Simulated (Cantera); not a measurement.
Input: 1 mol Al, 10 mol HCl, at 600 K and 0.270 bar.

These are equilibrium values from Cantera (NASA tables, ideal gas, pure condensed phases), not measurements of a reactor. Candidate condensed phases: Al, AlCl₃; 12 gas species. Kinetics and transport are ignored.

Base state: HCl 0.773, H₂ 0.166, Al₂Cl₆ 0.0495, AlCl₃ 0.0115 (mole fractions); condensed: gas only.

**Question.** What changes in the equilibrium state with this change: temperature from 600 K to 1400 K?

**Answer.** 
```tsv
species	before	after
HCl	0.773	0.737
H₂	0.166	0.158
AlCl₃	0.0115	0.105
Al₂Cl₆	0.0495	6.30e-6
AlCl₂	<1e-9	7.35e-5
Cl	<1e-9	1.43e-5
```
The tables' values for AlCl₂ are old estimates; treat these amounts as uncertain.
